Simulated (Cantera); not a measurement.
A closed system holds: 1 mol Ca(OH)2, 10 mol O2, at 82.5 Torr.

These are equilibrium values from Cantera (NASA tables, ideal gas, pure condensed phases), not measurements of a reactor. Candidate condensed phases: Ca, CaO, Ca(OH)2, H2O; 14 gas species. The numbers say what is thermodynamically allowed, not how fast it happens.

Question: At 1650 K, list the 4 most abundant gas species with their mole fractions, and the condensed phases.

Answer: O2 0.909, H2O 0.0906, OH 0.000611, O 7.44e-5. Condensed: CaO(s).
